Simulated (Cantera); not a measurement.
# Adiabatic ignition

An adiabatic, constant-pressure homogeneous reactor starts with H2 : O2 : N2 : H2O = 1 : 1.32 : 4.95 : 0.61 (molar parts), equivalence ratio 0.38, at 1475 K and 230000 Pa.

Cantera simulation using the H2/O2 subset of GRI-Mech 3.0, which has no nitrogen chemistry; the numbers are that mechanism's predictions, not measurements. The hydrogen kinetics of GRI-Mech 3.0 are dated; newer H2 mechanisms differ, most at raised pressure.

```json
[
 {"t (s)": "4.00e-6", "T (K)": "1475", "x H2": "0.127", "x O2": "0.167", "x H2O": "0.0775", "x H2O2": "1.62e-7", "x OH": "2.45e-5"},
 {"t (s)": "1.00e-5", "T (K)": "1835", "x H2": "0.0155", "x O2": "0.105", "x H2O": "0.175", "x H2O2": "2.29e-6", "x OH": "0.0180"},
 {"t (s)": "2.52e-5", "T (K)": "2173", "x H2": "0.00528", "x O2": "0.106", "x H2O": "0.201", "x H2O2": "6.54e-7", "x OH": "0.0156"},
 {"t (s)": "6.33e-5", "T (K)": "2275", "x H2": "0.00156", "x O2": "0.108", "x H2O": "0.211", "x H2O2": "4.42e-7", "x OH": "0.00946"},
 {"t (s)": "0.000159", "T (K)": "2295", "x H2": "0.000883", "x O2": "0.109", "x H2O": "0.213", "x H2O2": "4.64e-7", "x OH": "0.00733"},
 {"t (s)": "0.000399", "T (K)": "2296", "x H2": "0.000866", "x O2": "0.109", "x H2O": "0.213", "x H2O2": "4.66e-7", "x OH": "0.00727"},
 {"t (s)": "0.00100", "T (K)": "2296", "x H2": "0.000866", "x O2": "0.109", "x H2O": "0.213", "x H2O2": "4.66e-7", "x OH": "0.00727"},
 {"t (s)": "0.00252", "T (K)": "2296", "x H2": "0.000866", "x O2": "0.109", "x H2O": "0.213", "x H2O2": "4.66e-7", "x OH": "0.00727"},
 {"t (s)": "0.00632", "T (K)": "2296", "x H2": "0.000866", "x O2": "0.109", "x H2O": "0.213", "x H2O2": "4.66e-7", "x OH": "0.00727"},
 {"t (s)": "0.0159", "T (K)": "2296", "x H2": "0.000866", "x O2": "0.109", "x H2O": "0.213", "x H2O2": "4.66e-7", "x OH": "0.00727"},
 {"t (s)": "0.0398", "T (K)": "2296", "x H2": "0.000866", "x O2": "0.109", "x H2O": "0.213", "x H2O2": "4.66e-7", "x OH": "0.00727"},
 {"t (s)": "0.100", "T (K)": "2296", "x H2": "0.000866", "x O2": "0.109", "x H2O": "0.213", "x H2O2": "4.66e-7", "x OH": "0.00727"}
]
```
x: mole fraction; the columns are a selection and need not sum to one.

```
Item                                                                   Value
---------------------------------  -----------------------------------------
time of steepest temperature rise                                    8.06 µs
temperature at 0.100 s                                                2296 K
equilibrium temperature                                               2296 K
x(H2) at 0.100 s                   0.000866 (gas-phase equilibrium 0.000866)
x(O2) at 0.100 s                         0.109 (gas-phase equilibrium 0.109)
x(H2O) at 0.100 s                        0.213 (gas-phase equilibrium 0.213)
```
